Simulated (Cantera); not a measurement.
Feed: 1 mol SiO2, 1.1 mol CH4, 2.8 mol CO, equilibrated at 1650 °C and 0.720 bar.

These are equilibrium values from Cantera (NASA tables, ideal gas, pure condensed phases), not measurements of a reactor. Candidate condensed phases: C, C6H6, C7H8, C8H18, H2O, Si, SiC, SiO2; 123 gas species. Mutual solubility and eutectic melting of coexisting phases are not modelled. The tables hold silica as quartz up to 1696 K and as liquid above; real silica turns to tridymite and cristobalite and melts near 1996 K. The numbers say what is thermodynamically allowed, not how fast it happens.

Base state: CO 0.570, H2 0.335, SiO 0.0936, H 0.000643, H2O 0.000102, CO2 4.05e-5 (mole fractions); condensed: SiC(s) + SiO2(condensed).

What changes in the equilibrium state with this change: SiO2 replaced by Fe2O3?


| species | before | after |
|---|---|---|
| CO | 0.570 | 0.577 |
| H2 | 0.335 | 0.246 |
| H2O | 0.000102 | 0.114 |
| SiO | 0.0936 | 0 |
| CO2 | 4.05e-5 | 0.0623 |
| Fe | 0 | 0.000206 |
| Fe(OH)2 | 0 | 3.14e-5 |
| OH | 1.69e-8 | 2.20e-5 |
| SiC(s), mol | 0.162 | 0 |
| SiO2(condensed), mol | 0.224 | 0 |
| Fe(l), mol | 0 | 1.18 |
| FeO(l), mol | 0 | 0.823 |
Each liquid is taken as pure. The tables' stoichiometric FeO is somewhat more stable than real wüstite, so its field is too wide. FeO: taken at fixed stoichiometry. Further candidate phases: Fe, Fe(CO)5, FeO, Fe(OH)2, Fe(OH)3, Fe2O3, Fe3O4.

What changes in the equilibrium state with this change: temperature from 1650 °C to 802 °C?


```csv
species,before,after
CO,0.570,0.517
H2,0.335,0.431
CO2,4.05e-5,0.0261
SiO,0.0936,<1e-9
H2O,0.000102,0.0203
H,0.000643,1.14e-8
CH4,9.23e-6,0.00602
"SiC(s), mol",0.162,0
"SiO2(condensed), mol",0.224,0
"C(graphite), mol",0,1.29
"SiO2(β-quartz), mol",0,1.00
```
